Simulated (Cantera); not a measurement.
Cantera run:

```python
import numpy as np
import cantera as ct

gas_names = """
    Ca CaF CaF2 Ca2 F F2 H HF H2 H2F2 H3F3 H4F4 H5F5 H6F6 H7F7 N NF NF2 NF3 NH NH2 NH3 N2 N2H2 N2H4
""".split()
cond_names = """
    Ca(a) Ca(b) Ca(L) CaF2(a) CaF2(b) CaF2(L)
""".split()


# ... load() reads the species with a 1 bar reference pressure and builds the phases ...
atoms = {
    'CaF2': {'Ca': 1, 'F': 2},
    'H2': {'H': 2},
    'N2': {'N': 2},
    'HF': {'H': 1, 'F': 1},
}
top_T = {}  # K; cautious upper limits of use, not melting points


# ... equilibrate(T, P, feed) seeds the gas with the atoms and calls Mixture.equilibrate('TP', solver="vcs", rtol=1e-11, max_steps=5000) ...
results = []
feed = {'CaF2': 1, 'H2': 2.6, 'N2': 260, 'HF': 1.1}  # mol
T = 1050  # K
P = 100000  # Pa
mix = equilibrate(T, P, feed)
results.append((T, P, feed, dict(zip(mix.species_names, mix.species_moles))))
print(gas.report(threshold=0.0001))
for i in range(1, mix.n_phases):
    print(f"{mix.phase(i).name:16s} {mix.phase_moles(i):12.5e} mol")
```

It prints:

```
       temperature   1050 K
          pressure   1e+05 Pa
           density   0.31757 kg/m^3
  mean mol. weight   27.724 kg/kmol
   phase of matter   gas

                          1 kg             1 kmol
                     ---------------   ---------------
          enthalpy        7.9192e+05        2.1955e+07  J
   internal energy        4.7703e+05        1.3225e+07  J
           entropy            8287.7        2.2977e+05  J/K
    Gibbs function       -7.9101e+06        -2.193e+08  J
 heat capacity c_p            1186.8             32903  J/K
 heat capacity c_v            886.89             24588  J/K

                      mass frac. Y      mole frac. X     chem. pot. / RT
                     ---------------   ---------------   ---------------
                HF         0.0030102         0.0041714           -59.509
                H2        0.00071691         0.0098591           -22.248
                N2           0.99627           0.98597           -25.003
     [  +22 minor]        2.5418e-07        4.1374e-07

Ca(b)             0.00000e+00 mol
CaF2(a)           1.00000e+00 mol
```

Method: chemical equilibrium by Gibbs-energy minimisation in Cantera with the NASA 1993 tables (ideal gas, pure condensed phases).
